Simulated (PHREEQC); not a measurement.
Consider water at 20 °C with 6.9 mmol/kgw LiOH, 0.15 mmol/kgw CO2 and 0.73 mmol/kgw K2CO3. Closed to the air; pH follows from the charge balance.

Computed with PHREEQC (ion-association model, phreeqc.dat).

Each row changes one thing in this solution. This is a speciation only: nothing precipitates in the calculation.

```csv
case,pH,ionic strength (mol/kgw),HCO3- (mol/kgw),CO2 (mol/kgw)
as made,11.94,0.00922,1.76e-5,4.40e-11
diluted 2-fold with water,11.65,0.00460,1.80e-5,8.96e-11
LiOH replaced by Li2CO3 at the same molality,10.99,0.0220,0.00108,2.30e-8
diluted 10-fold with water,10.98,0.000908,1.62e-5,3.94e-10
K2CO3 from 0.00073 to 0.0073 mol/kgw,11.92,0.0288,0.000132,3.26e-10
CO2 from 0.00015 to 1.5e-05 mol/kgw,11.96,0.00909,1.43e-5,3.44e-11
```
